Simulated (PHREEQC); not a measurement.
A solution holds 14 mmol/kgw HF and 0.11 mmol/kgw FeCl3, at 20 °C. Closed to the air; pH follows from the charge balance.

Equilibrium calculation in PHREEQC: ion-association model, phreeqc.dat.

pH: 2.52
ionic strength: 0.00320 mol/kgw
total alkalinity: -14.2 meq/kg

| species | molality | activity | log γ |
|---|---|---|---|
| HF | 0.0107 | 0.0107 | 0.000 |
| H+ | 0.00318 | 0.00301 | -0.025 |
| F- | 0.00277 | 0.00260 | -0.027 |
| Cl- | 0.000330 | 0.000310 | -0.027 |
| HF2- | 0.000109 | 0.000102 | -0.027 |
| FeF3 | 8.69e-5 | 8.70e-5 | 0.000 |
| FeF2+ | 2.28e-5 | 2.15e-5 | -0.026 |
| FeF+2 | 2.81e-7 | 2.20e-7 | -0.105 |

No solid was allowed to form. Fluoro complexes past AlF4- and FeF3 are missing from the database.
